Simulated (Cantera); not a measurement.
# Premixed flame

A freely propagating, adiabatic, planar premixed flame of CH₄ : C₂H₆ : O₂ : N₂ = 1 : 0.34 : 2.66 : 10 (molar parts), equivalence ratio 1.2, unburnt at 625 K and 0.350 bar; multicomponent+Soret transport, grid criteria slope 0.08 and curve 0.16, no radiation.

Computed with Cantera and GRI-Mech 3.0 (53 species, 325 reactions). Burning velocities carry a grid error of a few per cent, more on coarse grids.

```
z (mm)  T (K)  u (m/s)    x CH₄    x C₂H₆     x O₂      x OH       x O    x HCN
------  -----  -------  -------  --------  -------  --------  --------  -------
-2.37     625     1.62   0.0713    0.0243    0.190     <1e-8     <1e-8    <1e-8
-1.58     627     1.63   0.0710    0.0242    0.189     <1e-8     <1e-8    <1e-8
-1.19     633     1.65   0.0703    0.0241    0.188   2.15e-8     <1e-8  1.07e-8
-0.791    687     1.81   0.0668    0.0237    0.184   1.38e-6   1.36e-7  1.34e-7
-0.395   1071     2.88   0.0495    0.0172    0.150   4.97e-5   1.13e-5  1.96e-6
-0.198   1476     4.06   0.0292   0.00648    0.106  0.000462  0.000138  5.47e-6
0        1847     5.18  0.00851  0.000368   0.0569   0.00255  0.000873  1.16e-5
0.198    2017     5.68  0.00101   2.12e-6   0.0271   0.00625   0.00235  1.29e-5
0.395    2058     5.79  6.51e-5     <1e-8   0.0151   0.00865   0.00341  7.73e-6
0.791    2080     5.83  2.27e-7     <1e-8  0.00930   0.00965   0.00375  1.79e-6
1.58     2102     5.87    <1e-8     <1e-8  0.00776   0.00959   0.00350  1.27e-7
3.16     2132     5.94    <1e-8     <1e-8  0.00688   0.00929   0.00306    <1e-8
6.33     2175     6.04    <1e-8     <1e-8  0.00574   0.00870   0.00243    <1e-8
```
x: mole fraction of selected species; z is measured from the peak of heat release.

- laminar burning velocity: 162 cm/s
- thermal thickness: 0.791 mm
- peak x(OH): 0.00968
- peak x(O): 0.00376
- peak x(HCN): 1.36e-5
- grid points: 161
